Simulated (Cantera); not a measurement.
Input: 1 mol SiC, 0.025 mol Si, 0.11 mol N2, equilibrated at 2025 K and 133 Pa.

Cantera equilibrium calculation (NASA polynomials, part measured and part estimated; ideal gas, pure solids and liquids). Candidate condensed phases: C, Si, SiC, Si3N4; 20 gas species. Mutual solubility and eutectic melting of coexisting phases are not modelled. The tables' values for SiN are old estimates; treat these amounts as uncertain. Rates play no part.

Base state: N2 0.954, Si 0.0437, Si2C 0.00133, Si2N 0.000490, Si2 0.000480, SiN 0.000382, Si3 0.000102 (mole fractions); condensed: Si(l) + SiC(s).

Question: What changes in the equilibrium state with this change: temperature from 2025 K to 1950 K?

Answer: 
```tsv
species	before	after
N2	0.954	0.981
Si	0.0437	0.0179
Si2C	0.00133	0.000394
Si2	0.000480	0.000164
Si3	0.000102	3.60e-5
SiN	0.000382	0.000190
Si(l), mol	0.0195	0.0228
SiC(s), mol	1.000	1.000
```

Question: What changes in the equilibrium state with this change: 0.0022 mol H2 added?

Answer: 
```
species        before     after
-----------  --------  --------
N2              0.954     0.932
Si             0.0437    0.0437
H2                  0    0.0153
H                   0   0.00651
SiH                 0  0.000126
HCN                 0  0.000116
SiN          0.000382  0.000378
Si2N         0.000490  0.000485
Si(l), mol     0.0195    0.0194
SiC(s), mol     1.000     1.000
```
Further candidate phases: C6H6, C7H8, C8H18.
